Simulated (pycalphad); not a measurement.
Phase fractions of Ti-3.29Fe-0.22Si (at.%)

Source of the numbers: pycalphad with the COST 507 light-alloy database (1999); pressure 1 atm. The database dates from 1999; later assessments differ in places, in temperatures and in the compounds included. Not assessed as a whole: an extrapolation from subsystems, which can miss ternary compounds. Amounts are mole fractions of atoms. Diffusion is slow at the low end, where real alloys seldom reach equilibrium.

| T (K) | liquid | bcc | hcp | FETI | SITI3 |
|---|---|---|---|---|---|
| 1900 | 1.000 | - | - | - | - |
| 1800 | 0.190 | 0.810 | - | - | - |
| 1100 | - | (withheld) | - | - | - |
| 1000 | - | (withheld) | (withheld) | - | - |
| 900 | - | 0.318 | 0.682 | - | - |
| 800 | - | - | 0.935 | 0.065 | - |
| 700 | - | - | 0.934 | 0.066 | - |
| 600 | - | - | 0.934 | 0.066 | - |
| 500 | - | - | 0.934 | 0.066 | trace |

Problem. What belongs in the gaps?

Solution. 
- 1100, bcc: 1.000
- 1000, bcc: 0.533
- 1000, hcp: 0.467

Database names, with the compositions (at.%) that they take in these runs: FETI: Ti 50 Fe 50; SITI3: Ti 75 Si 25.
